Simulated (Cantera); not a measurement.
**Gas-phase reforming**

A perfectly stirred reactor is fed with CH4 : CO2 = 1 : 0.67 (molar parts), at 90.0 Torr; it is held at 2025 K, and followed from long to short residence time.

Computed with Cantera and GRI-Mech 3.0 (53 species, 325 reactions).

```tsv
τ (s)	x CH4	x CO2	x C2H6	x CH2	x H2O	x H
1.1	0.00383	0.00211	2.73e-7	4.53e-6	0.0117	0.00367
0.37	0.00680	0.00531	8.00e-7	7.02e-6	0.0282	0.00336
0.13	0.0118	0.0117	2.23e-6	1.04e-5	0.0567	0.00297
0.044	0.0211	0.0246	6.39e-6	1.52e-5	0.0968	0.00250
0.015	0.0391	0.0516	1.85e-5	2.06e-5	0.131	0.00202
0.0053	0.0753	0.107	5.28e-5	2.47e-5	0.127	0.00163
0.0018	0.149	0.197	0.000149	2.69e-5	0.0782	0.00130
```
x: mole fraction; the columns are a selection and need not sum to one.
